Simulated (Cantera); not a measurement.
An isothermal, constant-pressure homogeneous reactor starts with 0.116 % CO, 0.281 % O₂, 2.81 % H₂O, 96.8 % N₂, at 1423 K and 1.00 bar.

Detailed kinetics in Cantera: GRI-Mech 3.0 (53 species, 325 reactions).

x: mole fraction; the columns are a selection and need not sum to one.

| t (s) | x CO | x O₂ | x H₂O | x NO₂ | x HO₂ | x N₂O | x H₂ |
|---|---|---|---|---|---|---|---|
| 0.000400 | 0.00116 | 0.00281 | 0.0281 | <1e-12 | 1.07e-9 | <1e-12 | 1.56e-9 |
| 0.000937 | 0.00116 | 0.00281 | 0.0281 | <1e-12 | (withheld) | 1.15e-12 | (withheld) |
| 0.00220 | 0.00116 | 0.00281 | 0.0281 | <1e-12 | 8.81e-9 | 1.49e-11 | 3.13e-7 |
| 0.00515 | (withheld) | 0.00276 | 0.0280 | <1e-12 | (withheld) | (withheld) | (withheld) |
| 0.0121 | 6.57e-5 | 0.00231 | 0.0278 | 2.00e-11 | 4.24e-7 | 1.40e-7 | 0.000177 |
| 0.0283 | 5.57e-6 | 0.00223 | 0.0280 | 8.00e-11 | 1.23e-7 | 1.93e-7 | 3.20e-5 |
| 0.0663 | 9.65e-7 | 0.00222 | 0.0281 | 1.19e-10 | 2.83e-8 | 1.74e-7 | 6.91e-6 |
| 0.155 | 2.37e-7 | 0.00222 | 0.0281 | 9.92e-11 | 7.90e-9 | 9.13e-8 | 2.03e-6 |
| 0.364 | 8.17e-8 | 0.00223 | 0.0281 | 7.04e-11 | 3.19e-9 | 2.33e-8 | 7.89e-7 |
| 0.853 | 4.28e-8 | 0.00223 | 0.0281 | 5.75e-11 | 2.08e-9 | 8.14e-9 | 4.45e-7 |
| 2.00 | 3.61e-8 | 0.00223 | 0.0281 | 5.53e-11 | 1.91e-9 | 6.63e-9 | 3.85e-7 |

### Question
Complete the blanks.

### Answer

- 0.000937, x HO₂: 1.97e-9
- 0.000937, x H₂: 1.54e-8
- 0.00515, x CO: 0.00104
- 0.00515, x HO₂: 3.39e-7
- 0.00515, x N₂O: 5.12e-9
- 0.00515, x H₂: 6.20e-5
